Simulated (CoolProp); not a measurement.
The numbers come from the reference Helmholtz-energy equation of state, Eisenbach 2021 in CoolProp.

Question: Give the vapour pressure (bar), liquid density (kg/m³), vapour density (kg/m³), enthalpy of vaporisation (kJ/kg) of saturated propylene glycol at 537.3, 548.1, 556.2 K.

Answer: 
```json
[
 {"T (K)": "537.3", "p (bar)": "7.12", "liquid density (kg/m³)": "805", "vapour density (kg/m³)": "13.2", "enthalpy of vaporisation (kJ/kg)": "607"},
 {"T (K)": "548.1", "p (bar)": "8.92", "liquid density (kg/m³)": "791", "vapour density (kg/m³)": "16.5", "enthalpy of vaporisation (kJ/kg)": "591"},
 {"T (K)": "556.2", "p (bar)": "10.5", "liquid density (kg/m³)": "779", "vapour density (kg/m³)": "19.5", "enthalpy of vaporisation (kJ/kg)": "578"}
]
```
